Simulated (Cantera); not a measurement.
Abatement and gas-phase synthesis: NF₃ + O₂ + N₂

Charge: 1 mol NF₃, 0.035 mol O₂, 1.7 mol N₂, held at 5.00 mbar.

Equilibrium computed with Cantera from the NASA thermochemical tables; the gas is ideal and each condensed phase is pure. The numbers say what is thermodynamically allowed, not how fast it happens.

| T (°C) | log p F | log p N₂ | log p O | log p O₂ | log p NO | log p N | log p F₂ | log p FO |
|---|---|---|---|---|---|---|---|---|
| 1775 | -2.54 | -2.68 | -5.29 | -4.55 | -5.28 | -10.09 | -7.52 | -8.11 |
| 1925 | -2.54 | -2.68 | -4.89 | -4.63 | -5.16 | -9.25 | -7.82 | -8.11 |
| 2075 | -2.54 | -2.68 | -4.58 | -4.79 | -5.11 | -8.52 | -8.07 | -8.15 |
| 2225 | -2.54 | -2.68 | -4.38 | -5.07 | -5.12 | -7.88 | -8.30 | -8.26 |
| 2375 | -2.55 | -2.68 | -4.27 | -5.46 | -5.21 | -7.31 | -8.51 | -8.43 |
| 2525 | -2.55 | -2.68 | -4.23 | -5.91 | -5.34 | -6.80 | -8.69 | -8.63 |
| 2675 | -2.55 | -2.68 | -4.21 | -6.36 | -5.48 | -6.34 | -8.85 | -8.83 |
| 2825 | -2.55 | -2.68 | -4.20 | -6.78 | -5.61 | -5.93 | -9.00 | -9.02 |
| 2975 | -2.55 | -2.68 | -4.19 | -7.17 | -5.74 | -5.55 | -9.13 | -9.19 |
| 3125 | -2.55 | -2.68 | -4.19 | -7.53 | -5.85 | -5.21 | -9.25 | -9.36 |
log p: log10 of the partial pressure in bar; nothing condenses.

From 1775 °C to 3125 °C nothing is condensed.
